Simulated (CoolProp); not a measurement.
A simple Rankine cycle with cyclopropane: condensing at 294.15 K, boiler at 2.22 MPa, turbine inlet 351.5 K, turbine efficiency 0.65, pump efficiency 0.7, no recuperator. Each further row changes one setting.

Model: reference Helmholtz-energy equation of state, Polt 1992, in CoolProp. This equation is an older, rougher fit; its heat capacities, sound speeds and derivatives of the liquid may be far off and weren't checked against measurements.

```
case                             thermal efficiency (%)  net work (kJ/kg)  heat in (kJ/kg)  turbine exit temperature (K)  volume ratio over the turbine
-------------------------------  ----------------------  ----------------  ---------------  ----------------------------  -----------------------------
as stated                                           8.2              37.0              452                             ?                              ?
turbine inlet 371.5 K                               8.5                 ?              496                         322.9                           3.40
condensing temperature 286.15 K                     9.4              44.0              470                             ?                           4.29
boiler pressure 1.55 MPa                            6.3              29.9              476                         317.8                              ?
turbine efficiency 0.55                             6.8              30.8              452                         301.9                              ?
```

### Question
Fill in the missing entries.

### Answer

- as stated, turbine exit temperature (K): 298.0
- as stated, volume ratio over the turbine: 3.45
- turbine inlet 371.5 K, net work (kJ/kg): 42.1
- condensing temperature 286.15 K, turbine exit temperature (K): 289.6
- boiler pressure 1.55 MPa, volume ratio over the turbine: 2.35
- turbine efficiency 0.55, volume ratio over the turbine: 3.52
